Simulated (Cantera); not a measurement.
## Pb + CO + H₂ (iron carbonyl, mercury and lead vapours)

Input: 1 mol Pb, 1.8 mol CO, 0.62 mol H₂, at 10.0 Torr.

These are equilibrium values from Cantera (NASA tables, ideal gas, pure condensed phases), not measurements of a reactor. Candidate condensed phases: C, C₆H₆, C₇H₈, C₈H₁₈, H₂O, Pb, PbO, PbO₂, Pb₃O₄; 113 gas species. The numbers say what is thermodynamically allowed, not how fast it happens.

| T (K) | x CO | x Pb | x H₂ | x H | x Pb₂ | x CO₂ | x H₂O | x CH₄ | n Pb(l) |
|---|---|---|---|---|---|---|---|---|---|
| 1298 | 0.601 | 0.192 | 0.207 | 4.22e-6 | 1.79e-5 | 2.55e-5 | 1.54e-5 | 4.55e-6 | 0.426 |
| 1348 | 0.526 | 0.292 | 0.181 | 8.53e-6 | 3.38e-5 | 1.10e-5 | 7.42e-6 | 2.56e-6 | 0 |
| 1398 | 0.526 | 0.292 | 0.181 | 1.74e-5 | 2.78e-5 | 6.47e-6 | 4.82e-6 | 1.91e-6 | 0 |
| 1448 | 0.526 | 0.292 | 0.181 | 3.40e-5 | 2.32e-5 | 3.95e-6 | 3.22e-6 | 1.46e-6 | 0 |
| 1498 | 0.526 | 0.292 | 0.181 | 6.34e-5 | 1.96e-5 | 2.49e-6 | 2.22e-6 | 1.14e-6 | 0 |
| 1548 | 0.526 | 0.292 | 0.181 | 0.000114 | 1.67e-5 | 2.10e-6 | 2.02e-6 | 6.96e-7 | 0 |
| 1598 | 0.526 | 0.292 | 0.181 | 0.000196 | 1.44e-5 | 1.86e-6 | 1.92e-6 | 4.22e-7 | 0 |
x: gas mole fraction; n: condensed amount in mol.

At 1298 K the condensed part is Pb(l). From 1348 K to 1598 K nothing is condensed. The main Pb-bearing gas is Pb throughout.
